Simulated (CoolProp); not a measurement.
Isobutane along the isotherm 465.6 K: Z from the reference equation and from simpler models built on Tc = 407.8 K, pc = 3629 kPa, ω = 0.184; each cubic takes its own stable root.

Model: reference Helmholtz-energy equation of state, Bücker 2006, in CoolProp.

```json
[
 {"p (kPa)": "1130", "phase": "gas", "reference": "0.9294", "van der Waals": "0.9297", "Redlich-Kwong": "0.9255", "Soave-Redlich-Kwong": "0.9299"},
 {"p (kPa)": "2270", "phase": "gas", "reference": "0.8522", "van der Waals": "0.8493", "Redlich-Kwong": "0.8443", "Soave-Redlich-Kwong": "0.8545"},
 {"p (kPa)": "3400", "phase": "gas", "reference": "0.7687", "van der Waals": "0.7558", "Redlich-Kwong": "0.7562", "Soave-Redlich-Kwong": "0.7748"},
 {"p (kPa)": "4540", "phase": "supercritical", "reference": "0.6767", "van der Waals": "0.6393", "Redlich-Kwong": "0.6590", "Soave-Redlich-Kwong": "0.6901"},
 {"p (kPa)": "5670", "phase": "supercritical", "reference": "0.5823", "van der Waals": "0.5159", "Redlich-Kwong": "0.5633", "Soave-Redlich-Kwong": "0.6093"},
 {"p (kPa)": "6800", "phase": "supercritical", "reference": "0.5059", "van der Waals": "0.4828", "Redlich-Kwong": "0.5026", "Soave-Redlich-Kwong": "0.5518"},
 {"p (kPa)": "7940", "phase": "supercritical", "reference": "0.4719", "van der Waals": "0.5021", "Redlich-Kwong": "0.4889", "Soave-Redlich-Kwong": "0.5303"},
 {"p (kPa)": "9070", "phase": "supercritical", "reference": "0.4717", "van der Waals": "0.5350", "Redlich-Kwong": "0.4992", "Soave-Redlich-Kwong": "0.5336"},
 {"p (kPa)": "10200", "phase": "supercritical", "reference": "0.4875", "van der Waals": "0.5728", "Redlich-Kwong": "0.5194", "Soave-Redlich-Kwong": "0.5492"},
 {"p (kPa)": "11300", "phase": "supercritical", "reference": "0.5099", "van der Waals": "0.6116", "Redlich-Kwong": "0.5436", "Soave-Redlich-Kwong": "0.5703"},
 {"p (kPa)": "12500", "phase": "supercritical", "reference": "0.5382", "van der Waals": "0.6550", "Redlich-Kwong": "0.5725", "Soave-Redlich-Kwong": "0.5969"},
 {"p (kPa)": "13600", "phase": "supercritical", "reference": "0.5660", "van der Waals": "0.6953", "Redlich-Kwong": "0.6002", "Soave-Redlich-Kwong": "0.6231"},
 {"p (kPa)": "14700", "phase": "supercritical", "reference": "0.5948", "van der Waals": "0.7357", "Redlich-Kwong": "0.6286", "Soave-Redlich-Kwong": "0.6504"},
 {"p (kPa)": "15900", "phase": "supercritical", "reference": "0.6269", "van der Waals": "0.7798", "Redlich-Kwong": "0.6601", "Soave-Redlich-Kwong": "0.6808"},
 {"p (kPa)": "17000", "phase": "supercritical", "reference": "0.6567", "van der Waals": "0.8202", "Redlich-Kwong": "0.6891", "Soave-Redlich-Kwong": "0.7091"},
 {"p (kPa)": "18100", "phase": "supercritical", "reference": "0.6866", "van der Waals": "0.8606", "Redlich-Kwong": "0.7182", "Soave-Redlich-Kwong": "0.7376"}
]
```
